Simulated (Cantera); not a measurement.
Feed: 1 mol C₂H₆, 3 mol CO₂, 1 mol H₂, held at 602 °C and 0.0110 bar.

Equilibrium computed with Cantera from the NASA thermochemical tables; the gas is ideal and each condensed phase is pure. Candidate condensed phases: C, C₆H₆, C₇H₈, C₈H₁₈, H₂O; 110 gas species. The numbers say what is thermodynamically allowed, not how fast it happens.

Base state: CO 0.472, H₂ 0.416, CO₂ 0.0835, H₂O 0.0279, CH₄ 0.000263 (mole fractions); condensed: gas only.

Problem. What changes in the equilibrium state with this change: CO₂ from 3 to 1.4 mol?

Solution. 
| species | before | after |
|---|---|---|
| H₂ | 0.416 | 0.592 |
| CO | 0.472 | 0.379 |
| CO₂ | 0.0835 | 0.0170 |
| H₂O | 0.0279 | 0.0101 |
| CH₄ | 0.000263 | 0.00168 |
| C(graphite), mol | 0 | 0.768 |
